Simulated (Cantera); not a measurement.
Feed: 1 mol AlBr3, 2.6 mol N2, 4.2 mol H2, 1.5 mol N2O, held at 0.510 bar.

These are equilibrium values from Cantera (NASA tables, ideal gas, pure condensed phases), not measurements of a reactor. Candidate condensed phases: Al, AlBr3, AlN, Al2O3, Br2, H2O; 41 gas species. Kinetics and transport are ignored. All values below are at 1750 K.

Base state: N2 0.417, HBr 0.293, H2 0.279, Br 0.00806, H2O 0.00219, AlBr3 0.00145, H 0.000172, Br2 3.76e-5 (mole fractions); condensed: Al2O3(s).

Problem. What changes in the equilibrium state with this change: pressure from 0.510 bar to 0.0400 bar?

Solution. 
```
species          before     after
-------------  --------  --------
N2                0.417     0.413
H2                0.279     0.285
HBr               0.293     0.273
Br              0.00806    0.0266
AlBr3           0.00145  0.000757
AlBr            1.06e-5   8.31e-5
H              0.000172  0.000621
H2O             0.00219   0.00126
Al2O3(s), mol     0.493     0.496
```
